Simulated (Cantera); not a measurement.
An isothermal, constant-pressure homogeneous reactor starts with N2O : H2O = 1 : 0.012 (molar parts), at 1275 K and 1.00 bar.

Cantera simulation using GRI-Mech 3.0 (53 species, 325 reactions); the numbers are that mechanism's predictions, not measurements. GRI-Mech 3.0 was tuned for natural gas; its chemistry of N2O as a main component is partial and can be far from experiment. The mechanism lacks the step 2 NO + O2 → 2 NO2, which can matter for NO2 below about 1400 K. The temperature is held fixed by assumption; the heat of reaction is taken as removed at once.

Question: Predict: x(N2O) at 9.00 s; x(H2O) at 9.00 s; x(HO2) at 9.00 s; x(OH) at 9.00 s; x(NO) at 9.00 s; x(O2) at 9.00 s.

Answer: 
| Quantity | Result |
|---|---|
| x(N2O) at 9.00 s | 6.83e-6 (gas-phase equilibrium 2.38e-8) |
| x(H2O) at 9.00 s | 0.00794 (gas-phase equilibrium 0.00794) |
| x(HO2) at 9.00 s | 1.08e-8 (gas-phase equilibrium 1.16e-8) |
| x(OH) at 9.00 s | 2.42e-6 (gas-phase equilibrium 2.47e-6) |
| x(NO) at 9.00 s | 0.0607 (gas-phase equilibrium 0.000387) |
| x(O2) at 9.00 s | 0.300 (gas-phase equilibrium 0.330) |
